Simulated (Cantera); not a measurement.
# Low-pressure radical oxidation in H2/O2

An isothermal, constant-pressure homogeneous reactor starts with H2 : O2 = 0.034 : 1 (molar parts), equivalence ratio 0.017, at 1050 K and 25.5 Torr.

Cantera simulation using the H2/O2 subset of GRI-Mech 3.0, which has no nitrogen chemistry; the numbers are that mechanism's predictions, not measurements. Radical loss at walls, strong at low pressure, is not modelled.

| t (s) | x H2 | x O2 | x H2O | x H | x O |
|---|---|---|---|---|---|
| 3.00e-6 | 0.0329 | 0.967 | <1e-12 | 8.34e-12 | <1e-12 |
| 1.27e-5 | 0.0329 | 0.967 | <1e-12 | 3.16e-11 | 5.53e-12 |
| 5.38e-5 | 0.0329 | 0.967 | 2.46e-11 | 1.03e-10 | 7.60e-11 |
| 0.000228 | 0.0329 | 0.967 | 1.07e-9 | 5.65e-10 | 1.13e-9 |
| 0.000965 | 0.0329 | 0.967 | 4.69e-7 | 1.33e-7 | 3.28e-7 |
| 0.00409 | 0.00103 | 0.952 | 0.0294 | 0.00371 | 0.0126 |
| 0.0173 | 6.83e-5 | 0.964 | 0.0330 | 0.000154 | 0.00205 |
| 0.0734 | 4.54e-6 | 0.966 | 0.0334 | 2.96e-6 | 0.000150 |
| 0.311 | 2.96e-7 | 0.967 | 0.0334 | 6.41e-8 | 1.15e-5 |
| 1.32 | 2.91e-8 | 0.967 | 0.0334 | 2.55e-9 | 1.34e-6 |
| 5.57 | 4.33e-9 | 0.967 | 0.0334 | 1.68e-10 | 2.19e-7 |
| 23.6 | 8.19e-10 | 0.967 | 0.0334 | 1.48e-11 | 4.33e-8 |
| 100 | 1.83e-10 | 0.967 | 0.0334 | 1.61e-12 | 9.86e-9 |
x: mole fraction; the columns are a selection and need not sum to one.

Equilibrium at this temperature and pressure: H2 6.71e-11, O2 0.967, H2O 0.0334, H <1e-12, O 3.59e-9 (gas phase only).
